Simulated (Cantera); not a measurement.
An adiabatic, constant-volume homogeneous reactor starts with 9.33 % CO, 0.672 % H2, 2.89 % CH4, 13.2 % O2, 69.7 % N2, 4.29 % H2O, equivalence ratio 0.82, at 1625 K and 3750 Torr.

Cantera simulation using GRI-Mech 3.0 (53 species, 325 reactions); the numbers are that mechanism's predictions, not measurements.

**Question.** Predict: time of steepest temperature rise; temperature at 6.00 s; equilibrium temperature; x(CO) at 6.00 s; x(H2) at 6.00 s; x(NO) at 6.00 s.

**Answer.** 
- time of steepest temperature rise = 51.4 µs
- temperature at 6.00 s = 2811 K
- equilibrium temperature = 2811 K
- x(CO) at 6.00 s = 0.0301 (gas-phase equilibrium 0.0301)
- x(H2) at 6.00 s = 0.00445 (gas-phase equilibrium 0.00445)
- x(NO) at 6.00 s = 0.0136 (gas-phase equilibrium 0.0136)
